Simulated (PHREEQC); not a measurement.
## Spent oxide etchant: an equilibrium model

A solution holds 3.7 mmol/kgw NH4HF2, 18 mmol/kgw H2SiF6, 0.13 mmol/kgw H3PO4 and 5.1 mmol/kgw HCl, at 25 °C. Closed to the air; pH follows from the charge balance.

All values are PHREEQC results (ion-association model, phreeqc.dat), not measurements.

The pH comes out as 1.50. The ionic strength is 0.0588 mol/kgw and the density is 0.999 g/cm³. The total alkalinity is -117 meq/kg.

```
species  molality  activity   log γ
-------  --------  --------  ------
H+         0.0373    0.0316  -0.072
SiF6-2     0.0178   0.00789  -0.354
HF        0.00821   0.00833   0.006
Cl-       0.00510   0.00410  -0.095
NH4+      0.00370   0.00292  -0.103
F-       0.000219  0.000176  -0.097
H4SiO4   0.000175  0.000177   0.006
H3PO4    0.000103  0.000104   0.006
H2PO4-    2.73e-5   2.24e-5  -0.086
HF2-      6.91e-6   5.61e-6  -0.091
```

Precipitation was switched off in this run. The solution is supersaturated, for example in Quartz (slow to form), so a real one may precipitate; this is no full list. SiF6-2 is the database's only silicon fluoride.
